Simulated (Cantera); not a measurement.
Silicon nitride deposition: SiHCl₃ + NH₃ + H₂

Charge: 1 mol SiHCl₃, 0.93 mol NH₃, 12 mol H₂, at 24000 Pa.

These are equilibrium values from Cantera (NASA tables, ideal gas, pure condensed phases), not measurements of a reactor. Candidate condensed phases: NH₄Cl, Si, Si₃N₄; 28 gas species. The tables' values for SiCl₃ are old estimates; treat these amounts as uncertain. Equilibrium is a limit: real reactors are often held back by kinetics, nucleation or transport.

From 1225 K to 1575 K the condensed part is Si₃N₄(s). The main Si-bearing gas is SiCl₄ at 1225 K and SiCl₂ at 1575 K.

```tsv
T (K)	log p H₂	log p HCl	log p SiCl₂	log p SiCl₄	log p N₂	log p SiCl₃	log p SiHCl₃	n Si₃N₄(s)
1225	-0.69	-1.53	-3.68	-2.45	-4.66	-3.51	-3.12	0.232
1275	-0.69	-1.51	-3.28	-2.52	-4.56	-3.31	-3.09	0.232
1325	-0.69	-1.50	-2.97	-2.64	-4.37	-3.17	-3.12	0.231
1375	-0.69	-1.48	-2.74	-2.79	-4.10	-3.10	-3.20	0.230
1425	-0.70	-1.47	-2.58	-2.99	-3.78	-3.08	-3.33	0.227
1475	-0.70	-1.47	-2.46	-3.22	-3.46	-3.11	-3.48	0.222
1525	-0.70	-1.47	-2.35	-3.47	-3.18	-3.15	-3.64	0.211
1575	-0.70	-1.49	-2.26	-3.72	-2.93	-3.20	-3.81	0.195
```
log p: log10 of the partial pressure in bar; n: condensed amount in mol.
